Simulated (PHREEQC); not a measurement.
A made-up water analysis in mmol/kgw, 25 °C, pH 6.63, pe 12.5: Na 0.557; K 5.12; Ca 2.6; Mg 0.954; Cl 5.2; S(6) 0.122; Alkalinity (meq/kgw) 7.67; Zn 0.0791; Ni 0.128; Sr 0.035; N(5) 0.00778.

Valence states are taken as typed.

Computed with PHREEQC (ion-association model, wateq4f.dat).

Q: The ionic strength comes out as 0.0162 mol/kgw. What activity coefficients do HCO3-, Ni+2, Na+, Mg+2, SrHCO3+ get?

A: HCO3- 0.89, Ni+2 0.60, Na+ 0.88, Mg+2 0.62, SrHCO3+ 0.89.

Precipitation was switched off in this run. The database's nickel carbonate constants are estimates that later reviews lower a good deal. The database's zinc carbonate complexes are estimates, stronger than later reviews accept.
